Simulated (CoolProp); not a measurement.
Values from CoolProp's reference Helmholtz-energy equation of state, Lemmon 2006. It is a short technical equation, of lower accuracy than the large ones.

Question: For isohexane, give the phase and the cp (kJ/(kg K)), cv (kJ/(kg K)), Joule-Thomson coefficient (K/MPa) at 276.85 °C and 2.41 bar; 276.85 °C and 76.1 bar.

Answer: 
- 276.85 °C and 2.41 bar: gas; cp 2.75, cv 2.65, Joule-Thomson coefficient 5.60
- 276.85 °C and 76.1 bar: supercritical; cp 3.72, cv 2.76, Joule-Thomson coefficient 2.15
